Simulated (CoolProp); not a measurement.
Values from CoolProp's reference Helmholtz-energy equation of state, Schroeder 2014.

For ethanol, give the phase and the conductivity (mW/(m K)) at 168.25 °C and 0.362 bar.


- 168.25 °C and 0.362 bar: gas; conductivity 30.7

Thermal conductivity comes from a separate model (Assael 2013).
